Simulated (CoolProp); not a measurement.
Vapour-liquid equilibrium of R114 (1) + n-heptane (2) at 33.95 °C; x and y are mole fractions of (1).

Model: multi-fluid Helmholtz-energy mixture model, Platzer 1990 and Span 2003; pair parameters Bell 2016, in CoolProp. This equation is an older, rougher fit; its heat capacities, sound speeds and derivatives of the liquid may be far off and weren't checked against measurements.

| x | bubble pressure, mixture model (kPa) | bubble pressure, Raoult's law (kPa) | y, mixture model | y, Raoult's law |
|---|---|---|---|---|
| 0.05 | 31.29 | 23.06 | 0.711 | 0.614 |
| 0.2 | 90.26 | 64.13 | 0.911 | 0.883 |
| 0.35 | 137.1 | 105.2 | 0.949 | 0.942 |
| 0.5 | 173.7 | 146.3 | 0.965 | 0.968 |
| 0.65 | ? | 187.4 | ? | 0.982 |
| 0.8 | 234.6 | 228.4 | ? | 0.992 |
| 0.95 | 269.5 | 269.5 | 0.996 | 0.998 |

**Question.** Fill in the missing entries.

**Answer.** 
- 0.65, bubble pressure, mixture model (kPa): 204.4
- 0.65, y, mixture model: 0.976
- 0.8, y, mixture model: 0.985

The largest gap from Raoult's law is +40.7 % in bubble pressure, at x = 0.2. No azeotrope shows between x = 0.05 and 0.95.

Pair parameters are fitted to limited data, so mixtures are less certain than the pure fluids.
